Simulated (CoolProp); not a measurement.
The fluid at 299.68 K and 0.126 MPa is throttled through a valve to 0.0466 MPa with no heat exchange. The same conditions are run with several fluids, on thermodynamics alone (safety and materials aside).

Computed with CoolProp (reference Helmholtz-energy equation of state of each fluid (R143a: Lemmon and Jacobsen 2000; R114: Platzer 1990; C2F6 (R116): Lemmon 2006; R410A: Lemmon 2003; n-perfluorobutane: Gao 2022)). The equations of Platzer and Polt are older, rougher fits. Blends and air are pseudo-pure fits.

```csv
fluid,temperature change (K),final density (kg/m³)
R143a,-1.5,[?]
R114,-1.5,[?]
C2F6 (R116),-0.6,[?]
R410A,[?],[?]
n-perfluorobutane,[?],[?]
```

Task: Fill in the missing entries.

Result: 
- R143a, final density (kg/m³): 1.59
- R114, final density (kg/m³): 3.26
- C2F6 (R116), final density (kg/m³): 2.60
- R410A, temperature change (K): -1.6
- R410A, final density (kg/m³): 1.37
- n-perfluorobutane, temperature change (K): -1.1
- n-perfluorobutane, final density (kg/m³): 4.54
